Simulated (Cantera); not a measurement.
A Cantera script and what it prints.

```python
import numpy as np
import cantera as ct

gas_names = """
    H HNO HNO2 HNO3 HO2 H2 H2O H2O2 N NH NH2 NH3 NH2OH NO NO2 NO3 N2 N2H2 N2H4 N2O O OH O2 O3 Si SiH
    SiH2 SiH3 SiH4 SiN SiO SiO2 Si2 Si2N Si3
""".split()
cond_names = """
    H2O(s) H2O(L) Si(cr) Si(L) SiO2(Lqz) SiO2(hqz) SiO2(L) Si2N2O(s) Si3N4(a)
""".split()


# ... load() reads the species with a 1 bar reference pressure and builds the phases ...
atoms = {
    'Si': {'Si': 1},
    'N2O': {'N': 2, 'O': 1},
    'H2': {'H': 2},
}
top_T = {'Si2N2O(s)': 2100, 'Si3N4(a)': 2400}  # K; cautious upper limits of use, not melting points


# ... equilibrate(T, P, feed) seeds the gas with the atoms and calls Mixture.equilibrate('TP', solver="vcs", rtol=1e-11, max_steps=5000) ...
results = []
feed = {'Si': 1, 'N2O': 0.031, 'H2': 38}  # mol
P = 0.21  # Pa
for T in [1050, 1125, 1200, 1275, 1350, 1425, 1500, 1575, 1650, 1725, 1800, 1875, 1950, 2025]:
    mix = equilibrate(T, P, feed)
    results.append((T, P, feed, dict(zip(mix.species_names, mix.species_moles))))

top = {s: max(r[3][s] / sum(r[3][g] for g in gas_names) for r in results) for s in gas_names}
cols = sorted((s for s in top if top[s] > 1e-06), key=lambda s: -top[s])[:8]
seen = [c for c in cond_names if any(r[3].get(c, 0) > 1e-12 for r in results)]
print("log10 of partial pressures in bar; condensed amounts in mol")
print(f"{'T/K':>10s}" + "".join(f"{s[:9]:>10s}" for s in cols + seen))
for T, P, feed, n in results:
    ng = sum(n[g] for g in gas_names)
    print(f"{T:10.4g}" + "".join(f"{np.log10(max(n[s] / ng * P / 1e5, 1e-99)):10.3f}" for s in cols)
          + "".join(f"{n.get(c, 0):10.4g}" for c in seen))
```

It prints:

```
log10 of partial pressures in bar; condensed amounts in mol
       T/K        H2         H        Si       SiO        N2       SiH       Si2       Si3    Si(cr) Si2N2O(s)
      1050    -5.678   -10.930   -14.638   -11.383   -11.383   -15.824   -19.544   -20.891    0.9381   0.03093
      1125    -5.678   -10.191   -13.154   -10.001   -10.001   -14.595   -17.611   -18.818    0.9398   0.02919
      1200    -5.679    -9.544   -11.858    -8.794    -8.794   -13.521   -15.921   -17.008    0.9671  0.001867
      1275    -5.679    -8.972   -10.715    -8.767    -8.767   -12.575   -14.433   -15.416    0.9686         0
      1350    -5.679    -8.462    -9.700    -8.767    -8.767   -11.735   -13.112   -14.004    0.9653         0
      1425    -5.681    -8.007    -8.793    -8.768    -8.768   -10.986   -11.931   -12.744    0.9395         0
      1500    -5.686    -7.597    -7.978    -8.772    -8.772   -10.314   -10.871   -11.613    0.7745         0
      1575    -5.702    -7.232    -7.293    -8.784    -8.785    -9.765   -10.016   -10.747         0         0
      1650    -5.717    -6.900    -7.298    -8.791    -8.791    -9.894   -10.496   -11.845         0         0
      1725    -5.745    -6.604    -7.310    -8.804    -8.805   -10.028   -10.949   -12.871         0         0
      1800    -5.796    -6.344    -7.333    -8.827    -8.827   -10.174   -11.387   -13.845         0         0
      1875    -5.884    -6.126    -7.369    -8.863    -8.863   -10.344   -11.819   -14.786         0         0
      1950    -6.025    -5.953    -7.417    -8.912    -8.912   -10.546   -12.249   -15.701         0         0
      2025    -6.231    -5.831    -7.471    -8.966    -8.966   -10.780   -12.666   -16.576         0         0
```

Method: chemical equilibrium by Gibbs-energy minimisation in Cantera with the NASA 1993 tables (ideal gas, pure condensed phases). Mutual solubility and eutectic melting of coexisting phases are not modelled.
